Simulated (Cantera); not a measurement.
## Ignition delay

Mixture: CO : H2 : O2 : N2 = 1 : 0.041 : 0.289 : 1.09 (molar parts), at 100000 Pa, adiabatic and at constant pressure. Ignition delay is the time to a rise of 400 K.

Cantera simulation using GRI-Mech 3.0 (53 species, 325 reactions); the numbers are that mechanism's predictions, not measurements. Where the delays flatten at high temperature, the 400 K rule measures the pace of heat release, not the induction time.

```json
[
 {"T0 (K)": "1225", "delay (ms)": "0.141"},
 {"T0 (K)": "1275", "delay (ms)": "0.120"},
 {"T0 (K)": "1325", "delay (ms)": "0.105"},
 {"T0 (K)": "1375", "delay (ms)": "0.0951"},
 {"T0 (K)": "1425", "delay (ms)": "0.0881"},
 {"T0 (K)": "1475", "delay (ms)": "0.0833"},
 {"T0 (K)": "1525", "delay (ms)": "0.0802"},
 {"T0 (K)": "1575", "delay (ms)": "0.0785"},
 {"T0 (K)": "1625", "delay (ms)": "0.0778"},
 {"T0 (K)": "1675", "delay (ms)": "0.0780"}
]
```
